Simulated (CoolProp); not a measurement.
Vapour-liquid equilibrium of ethane (1) + n-butane (2) at 0.626 bar; x and y are mole fractions of (1).

Values from CoolProp's multi-fluid Helmholtz-energy mixture model, Bücker 2006 and Bücker 2006; pair parameters Kunz 2012.

| x | bubble temperature (K) | y at the bubble point | dew temperature at overall composition x (K) | liquid density (mol/L) |
|---|---|---|---|---|
| 0.05 | 238.6 | 0.652 | 259.4 | 11.15 |
| 0.125 | 219.1 | 0.894 | 257.5 | 11.82 |
| 0.2 | 207.9 | 0.954 | 255.5 | 12.37 |
| 0.275 | 200.6 | 0.976 | 253.4 | 12.88 |
| 0.35 | 195.3 | 0.986 | 251.0 | 13.38 |
| 0.425 | 191.3 | 0.991 | 248.5 | 13.89 |
| 0.5 | 188.1 | 0.994 | 245.6 | 14.40 |
| 0.575 | 185.5 | 0.996 | 242.4 | 14.93 |
| 0.65 | 183.3 | 0.997 | 238.7 | 15.48 |
| 0.725 | 181.4 | 0.998 | 234.4 | 16.06 |
| 0.8 | 179.8 | 0.999 | 228.9 | 16.66 |
| 0.875 | 178.3 | 0.999 | 221.5 | 17.30 |
| 0.95 | 177.0 | 1.000 | 208.9 | 17.97 |

No azeotrope shows between x = 0.05 and 0.95.

Pair parameters are fitted to limited data, so mixtures are less certain than the pure fluids. The gap from Raoult's law changes sign with composition, which may be real or a fault of the pair parameters; it wasn't checked against measurements.
